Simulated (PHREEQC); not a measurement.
0.5 mol of CaSeO3 (CaSeO3) is brought to equilibrium with 1 kg of water, at 25 °C under several pressures of CO2. The system is closed to oxygen. Only these solids could form: CaSeO3, Calcite, Portlandite.

The numbers come from PHREEQC with the ion-association model, wateq4f.dat.

```tsv
log pCO2 (atm)	pH	dissolved Ca (mol/kgw)	dissolved Se (mol/kgw)
-5	8.71	0.00267	0.00310
-4.5	8.44	0.00291	0.00366
-4	8.17	0.00334	0.00460
-3.5	7.88	0.00408	0.00616
-3	7.58	0.00535	…
-2.5	7.27	0.00747	0.0128
-2	6.96	0.0109	…
-1.5	6.64	0.0165	…
-1	6.32	…	0.0456
-0.5	6.01	0.0395	…
0	5.69	0.0617	0.111
```

Problem. What belongs in the gaps?

Solution. 
- -3, dissolved Se (mol/kgw): 0.00870
- -2, dissolved Se (mol/kgw): 0.0192
- -1.5, dissolved Se (mol/kgw): 0.0294
- -1, dissolved Ca (mol/kgw): 0.0253
- -0.5, dissolved Se (mol/kgw): 0.0711

Species that the database lacks are ignored.
